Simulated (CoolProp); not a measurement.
Vapour-liquid equilibrium of R125 (1) + R143a (2) at 16.95 °C; x and y are mole fractions of (1).

Values from CoolProp's multi-fluid Helmholtz-energy mixture model, Lemmon 2005 and Lemmon and Jacobsen 2000; pair parameters Lemmon 2004.

```tsv
x	bubble pressure, mixture model (bar)	bubble pressure, Raoult's law (bar)	y, mixture model	y, Raoult's law
0.05	10.17	10.22	0.050	0.054
0.15	10.19	10.31	0.152	0.161
0.25	10.22	10.40	0.256	0.266
0.35	10.27	10.49	0.360	0.370
0.45	10.34	10.58	0.464	0.471
0.55	10.44	10.67	0.567	0.571
0.65	10.55	10.76	0.668	0.669
0.75	10.68	10.85	0.767	0.766
0.85	10.82	10.94	0.863	0.861
0.95	10.99	11.04	0.956	0.954
```

The largest gap from Raoult's law is -2.3 % in bubble pressure, at x = 0.45. No azeotrope shows between x = 0.05 and 0.95.

Pair parameters are fitted to limited data, so mixtures are less certain than the pure fluids.
